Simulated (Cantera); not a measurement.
A Cantera script and its output.

```python
import numpy as np
import cantera as ct

gas = ct.Solution("h2o2.yaml")
gas.TPX = 900, 560, {'H2': 0.065, 'O2': 1}
reactor = ct.IdealGasConstPressureReactor(gas, energy="off", clone=False)
net = ct.ReactorNet([reactor])
net.rtol, net.atol = 1e-08, 1e-18
show = ['H2', 'O2', 'O', 'H2O', 'H', 'OH']
times = np.geomspace(0.0007, 50, 14)

steps = ct.SolutionArray(gas, extra=["t"])
rows = []
print(f"{'t/s':>10s}{'T/K':>9s}{'P/Pa':>11s}" + "".join(f"{s:>11s}" for s in show))
for t in times:
    while net.time < t:
        t_next = net.step()
        steps.append(gas.state, t=t_next)
    rows.append([np.interp(t, steps.t, y) for y in (steps.T, steps.P, *steps(*show).X.T)])
    print(f"{t:10.3e}{rows[-1][0]:9.1f}{rows[-1][1]:11.4g}" + "".join(f"{x:11.3e}" for x in rows[-1][2:]))
rate = np.gradient(steps.T, steps.t)
print("integrator steps:", len(steps.t))
if steps.T.max() > steps.T[0] + 200:
    print(f"time of steepest temperature rise: {steps.t[rate.argmax()]:.4e} s")
gas.TPX = 900, 560, {'H2': 0.065, 'O2': 1}
gas.equilibrate("TP")
print(f"equilibrium (TP): T = {gas.T:.1f} K  " + "  ".join(f"{s} {gas[s].X[0]:.3e}" for s in show))
```

Result:

```
       t/s      T/K       P/Pa         H2         O2          O        H2O          H         OH
 7.000e-04    900.0        560  6.103e-02  9.390e-01  2.989e-12  1.988e-12  6.736e-12  1.737e-12
 1.654e-03    900.0        560  6.103e-02  9.390e-01  1.602e-11  1.808e-11  2.012e-11  6.915e-12
 3.907e-03    900.0        560  6.103e-02  9.390e-01  1.438e-10  2.408e-10  1.367e-10  5.313e-11
 9.230e-03    900.0        560  6.103e-02  9.390e-01  9.795e-09  1.888e-08  8.903e-09  3.531e-09
 2.181e-02    900.0        560  6.059e-02  9.387e-01  1.702e-04  3.359e-04  1.579e-04  6.145e-05
 5.152e-02    900.0        560  2.123e-03  9.187e-01  1.281e-02  5.317e-02  1.185e-02  1.359e-03
 1.217e-01    900.0        560  4.459e-04  9.324e-01  3.936e-03  6.133e-02  1.397e-03  5.333e-04
 2.876e-01    900.0        560  7.581e-05  9.362e-01  7.261e-04  6.271e-02  8.854e-05  1.846e-04
 6.794e-01    900.0        560  1.257e-05  9.369e-01  1.210e-04  6.290e-02  5.740e-06  7.193e-05
 1.605e+00    900.0        560  2.117e-06  9.370e-01  2.190e-05  6.293e-02  4.445e-07  3.078e-05
 3.792e+00    900.0        560  3.764e-07  9.370e-01  4.685e-06  6.295e-02  4.437e-08  1.438e-05
 8.958e+00    900.0        560  7.632e-08  9.370e-01  1.211e-06  6.295e-02  5.845e-09  7.341e-06
 2.116e+01    900.0        560  1.907e-08  9.370e-01  3.673e-07  6.295e-02  9.747e-10  4.041e-06
 5.000e+01    900.0        560  5.761e-09  9.370e-01  1.246e-07  6.295e-02  1.922e-10  2.350e-06
integrator steps: 1812
equilibrium (TP): T = 900.0 K  H2 2.798e-12  O2 9.370e-01  O 7.011e-11  H2O 6.295e-02  H 2.630e-15  OH 5.548e-08
```

Model: the H2/O2 subset of GRI-Mech 3.0, which has no nitrogen chemistry, integrated in Cantera. Radical loss at walls, strong at low pressure, is not modelled. Below about 950 K walls govern HO2 and H2O2 in real vessels. The temperature is held fixed by assumption; the heat of reaction is taken as removed at once.
